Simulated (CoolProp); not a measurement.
Aqueous ammonia as a coolant, 27 % by mass, freezing at -65.5 °C, 1 atm.

Computed with CoolProp (Melinder's fits for secondary coolants).

```
T (°C)  density (kg/m³)  viscosity (mPa s)  conductivity (W/(m K))  cp (kJ/(kg K))
------  ---------------  -----------------  ----------------------  --------------
-6.1              915.4               2.72                   0.410           4.251
-2.9              913.7               2.44                   0.416           4.248
0.4               912.0               2.20                   0.422           4.245
3.6               910.2               1.99                   0.427           4.242
6.8               908.5               1.81                   0.433           4.240
10.1              906.6               1.65                   0.439           4.237
13.3              904.7               1.51                   0.444           4.235
16.5              902.8               1.39                   0.450           4.233
19.7              900.9               1.27                   0.455           4.230
23                898.9               1.17                   0.460           4.228
```
